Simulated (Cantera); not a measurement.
Input: 1 mol SiCl₄, 0.17 mol C₃H₈, 2.5 mol H₂, 0.047 mol HCl, equilibrated at 7600 Pa.

Equilibrium computed with Cantera from the NASA thermochemical tables; the gas is ideal and each condensed phase is pure. Candidate condensed phases: C, C₆H₆, C₇H₈, C₈H₁₈, Si, SiC; 109 gas species. Gases not in the tables: Si₂H₆ and higher silanes. The numbers say what is thermodynamically allowed, not how fast it happens.

Question: Which condensed phases are stable at each of these points (T (°C)): 1575, 1650, 1725, 1800, 1875, 1950, 2025, 2100, 2175, 2250, 2325?

Answer: 
| T (°C) | condensed phases | Si condensed (%) |
|---|---|---|
| 1575 | C(graphite) + SiC(s) | 49.7 |
| 1650 | C(graphite) + SiC(s) | 44.8 |
| 1725 | C(graphite) + SiC(s) | 39.9 |
| 1800 | C(graphite) + SiC(s) | 35.1 |
| 1875 | C(graphite) + SiC(s) | 30.5 |
| 1950 | C(graphite) + SiC(s) | 26.0 |
| 2025 | C(graphite) + SiC(s) | 21.3 |
| 2100 | C(graphite) + SiC(s) | 15.6 |
| 2175 | C(graphite) + SiC(s) | 7.4 |
| 2250 | C(graphite) | 0.0 |
| 2325 | C(graphite) | 0.0 |

From 1575 °C to 2175 °C the condensed part is C(graphite) + SiC(s). From 2250 °C to 2325 °C the condensed part is C(graphite).
